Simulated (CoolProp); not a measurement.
The fluid at 230.92 K and 0.157 MPa expands adiabatically to 0.0406 MPa with isentropic efficiency 0.85. The same conditions are run with several fluids, on thermodynamics alone (safety and materials aside).

The numbers come from the reference Helmholtz-energy equation of state of each fluid (C2F6 (R116): Lemmon 2006; ethylene: Smukala 2000; carbon monoxide: Lemmon 2006; hydrogen chloride: Thol 2018; methane: Setzmann 1991) in CoolProp.

```tsv
fluid	work (kJ/kg)	final temperature (K)	final phase	final density (kg/m³)
C2F6 (R116)	14.6	206.0	gas	3.32
ethylene	66.4	176.9	gas	___
carbon monoxide	65.2	167.8	gas	0.816
hydrogen chloride	49.7	173.4	___	1.06
methane	116	___	gas	0.450
```

Fill in the missing entries.


- ethylene, final density (kg/m³): 0.783
- hydrogen chloride, final phase: two-phase, vapour fraction 0.988
- methane, final temperature (K): 174.7
